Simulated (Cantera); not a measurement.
Input: 1 mol S, 0.017 mol SO₂, 2.4 mol N₂, equilibrated at 1023 K.

These are equilibrium values from Cantera (NASA tables, ideal gas, pure condensed phases), not measurements of a reactor. Candidate condensed phases: S; 17 gas species. Gases not in the tables: S₃ to S₇. Equilibrium is a limit: real reactors are often held back by kinetics, nucleation or transport.

Q: At 15.0 bar, list the 5 most abundant gas species with their mole fractions, and the condensed phases.

A: N₂ 0.826, S₂ 0.165, SO₂ 0.00483, S₂O 0.00204, S₈ 0.00133. Condensed: gas only.
